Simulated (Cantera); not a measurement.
A perfectly stirred reactor is fed with 9.13 % CH4, 1.19 % CO, 18.8 % O2, 70.9 % N2, equivalence ratio 1.0, at 10.0 bar; it is adiabatic with a 450 K inlet, and is followed from long to short residence time, starting on the burning branch (τ in s: 0.24, 0.084, 0.029, 0.01, 0.0036, 0.0012, 0.00043, 0.00015, 5.2e-05, 1.8e-05).

Computed with Cantera and GRI-Mech 3.0 (53 species, 325 reactions).

One state of this run: T (K) = 2319; x CH4 = 3.41e-5; x CO = 0.0126; x O2 = 0.00690; x NO = 0.000483; x HO2 = 3.01e-6. x: mole fraction; the columns are a selection and need not sum to one.

Problem. Which value of τ (s) does it belong to?
A) 0.029
B) 0.24
C) 5.2e-5
D) 0.0012

Solution. D, 0.0012
